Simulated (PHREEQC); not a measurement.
Model water analysis in mg/kgw, 20 °C, pH 6.18, pe 0.5:

```csv
constituent,mg/kgw
Na,1630
K,0.000108
Ca,161
Mg,273
Cl,3450
S(6) as SO4,287
Alkalinity as HCO3,32.3
Li,0.7
B,0.32
N(-3) as NH4,38.2
```

Valence states are taken as typed.

All values are PHREEQC results (ion-association model, wateq4f.dat), not measurements.

Precipitation was switched off in this run.

Q: Order these Mg species by the share of Mg that they hold, largest first: Mg+2, MgSO4, MgHCO3+.

A: Mg+2 (95 %), MgSO4 (5.2 %), MgHCO3+ (0.21 %)

The pH is 6.18 and the ionic strength 0.118 mol/kgw. Complexes and solids missing from the database can't appear.
